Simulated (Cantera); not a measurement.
Cantera run, input and output.

```python
import numpy as np
import cantera as ct

gas = ct.Solution("gri30.yaml")
gas.TPX = 323, 60000, {'CH3OH': 1, 'O2': 1.76, 'N2': 6.64}
flame = ct.FreeFlame(gas, width=0.057)
flame.set_refine_criteria(ratio=3, slope=0.08, curve=0.16)
flame.transport_model = "mixture-averaged"
flame.solve(loglevel=0, auto=True)
z, T = flame.grid, flame.T
thick = (T[-1] - T[0]) / np.gradient(T, z).max()
show = ['CH3OH', 'O2', 'CH4', 'CH2', 'HCN', 'H']
print(f"laminar burning velocity  {flame.velocity[0] * 100:.3f} cm/s")
print(f"burnt temperature         {T[-1]:.1f} K")
print(f"thermal thickness         {thick * 1e3:.4f} mm")
print(f"grid points               {len(z)}")
z0 = z[flame.heat_release_rate.argmax()]
print(f"{'z/mm':>9s}{'T/K':>9s}{'u/(m/s)':>9s}" + "".join(f"{s:>11s}" for s in show))
rows = []
for k in (-3, -2, -1.5, -1, -0.5, -0.25, 0, 0.25, 0.5, 1, 2, 4, 8):
    zz = z0 + k * thick
    rows.append([k * thick, np.interp(zz, z, T), np.interp(zz, z, flame.velocity),
                 *(np.interp(zz, z, flame.X[gas.species_index(s)]) for s in show)])
    print(f"{rows[-1][0] * 1e3:9.3f}{rows[-1][1]:9.1f}{rows[-1][2]:9.3f}" + "".join(f"{x:11.3e}" for x in rows[-1][3:]))
```

Output:

```
laminar burning velocity  39.731 cm/s
burnt temperature         2107.7 K
thermal thickness         0.6321 mm
grid points               128
     z/mm      T/K  u/(m/s)      CH3OH         O2        CH4        CH2        HCN          H
   -1.896    323.1    0.398  1.063e-01  1.871e-01  6.644e-09  1.051e-25  3.924e-13 -6.328e-20
   -1.264    324.8    0.401  1.061e-01  1.866e-01  8.323e-08  2.093e-25  7.949e-12  5.257e-18
   -0.948    332.7    0.411  1.056e-01  1.856e-01  4.218e-07  1.739e-25  6.297e-11  8.221e-16
   -0.632    400.8    0.500  1.023e-01  1.796e-01  3.138e-06  1.245e-18  9.367e-10  6.716e-12
   -0.316    780.3    1.001  7.625e-02  1.479e-01  1.830e-05  6.489e-12  9.904e-09  2.591e-07
   -0.158   1159.8    1.523  4.223e-02  1.143e-01  3.446e-05  1.551e-08  2.261e-08  2.853e-05
    0.000   1563.2    2.100  5.079e-03  7.602e-02  4.277e-05  3.051e-06  4.305e-08  1.183e-03
    0.158   1690.0    2.269  2.223e-05  5.480e-02  7.740e-06  3.492e-07  3.556e-08  4.431e-03
    0.316   1739.8    2.323  2.692e-08  4.560e-02  4.204e-07  6.119e-09  1.334e-08  5.695e-03
    0.632   1809.1    2.398  5.314e-12  3.938e-02  1.485e-09  2.497e-11  1.649e-09  5.390e-03
    1.264   1890.8    2.492  1.591e-16  3.546e-02  4.212e-14  1.068e-15  3.259e-11  3.730e-03
    2.528   1971.9    2.587  4.089e-18  3.237e-02  7.072e-18  6.871e-18  3.322e-13  1.961e-03
    5.057   2037.5    2.662  9.456e-19  2.978e-02  1.255e-18  1.169e-18  2.289e-13  8.611e-04
```

Computed with Cantera and GRI-Mech 3.0 (53 species, 325 reactions). GRI-Mech 3.0 was tuned for natural gas; its chemistry of methanol as a main component is partial and can be far from experiment. Burning velocities carry a grid error of a few per cent, more on coarse grids.
